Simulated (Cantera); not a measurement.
Hydrocarbon pyrolysis for carbon deposition

An isothermal, constant-pressure homogeneous reactor starts with C2H6 : N2 = 1 : 6.5 (molar parts), at 1900 K and 0.247 atm.

Detailed kinetics in Cantera: GRI-Mech 3.0 (53 species, 325 reactions). GRI-Mech 3.0 stops at C3 and has no aromatics, soot or wall deposition, so with more carbon than oxygen in the feed, carbon stays in small species such as C2H2 where larger ones or solid carbon would form.

| t (s) | x C2H6 | x C2H4 | x CH3 | x C2H | x H |
|---|---|---|---|---|---|
| 1.00e-6 | 0.127 | 6.32e-5 | 0.00975 | <1e-12 | 4.56e-5 |
| 5.01e-6 | 0.0972 | 0.00722 | 0.0341 | 2.41e-8 | 0.000860 |
| 2.51e-5 | 0.0102 | 0.0484 | 0.0300 | 9.01e-6 | 0.00245 |
| 0.000126 | 0.000148 | 0.0123 | 0.00437 | 6.32e-6 | 0.000927 |
| 0.000632 | 2.71e-5 | 0.00116 | 0.00173 | 3.46e-6 | 0.000488 |
| 0.00317 | 9.83e-6 | 0.000313 | 0.00106 | 3.61e-6 | 0.000527 |
| 0.0159 | 1.02e-6 | 8.77e-5 | 0.000353 | 4.32e-6 | 0.000652 |
| 0.0796 | 4.08e-8 | 6.68e-5 | 7.13e-5 | 4.73e-6 | 0.000722 |
| 0.399 | 3.59e-9 | 6.64e-5 | 1.87e-5 | 4.78e-6 | 0.000732 |
| 2.00 | 2.69e-9 | 6.64e-5 | 1.53e-5 | 4.79e-6 | 0.000732 |
x: mole fraction; the columns are a selection and need not sum to one.

Equilibrium at this temperature and pressure: C2H6 1.27e-9, C2H4 3.06e-5, CH3 1.05e-5, C2H 2.20e-6, H 0.000732 (gas phase only).
